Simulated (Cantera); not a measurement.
Charge: 1 mol SiCl4, 0.012 mol C2H2, a varied amount of H2, equilibrated at 1800 K and 0.00390 bar.

These are equilibrium values from Cantera (NASA tables, ideal gas, pure condensed phases), not measurements of a reactor. Candidate condensed phases: C, C6H6, C7H8, C8H18, Si, SiC; 109 gas species. Mutual solubility and eutectic melting of coexisting phases are not modelled. Gases not in the tables: Si2H6 and higher silanes. Rates play no part.

### Question
What share of the Si ends up in condensed phases as a function of n(H2) (mol), at 32, 74, 120, 160, 200, 240, 290, 330, 370?

### Answer
```csv
n(H2) (mol),Si condensed (%),as
32,27.0,Si(l) + SiC(s)
74,49.5,Si(l) + SiC(s)
120,57.2,Si(l) + SiC(s)
160,59.4,Si(l) + SiC(s)
200,59.6,Si(l) + SiC(s)
240,58.6,Si(l) + SiC(s)
290,56.5,Si(l) + SiC(s)
330,54.3,Si(l) + SiC(s)
370,51.8,Si(l) + SiC(s)
```
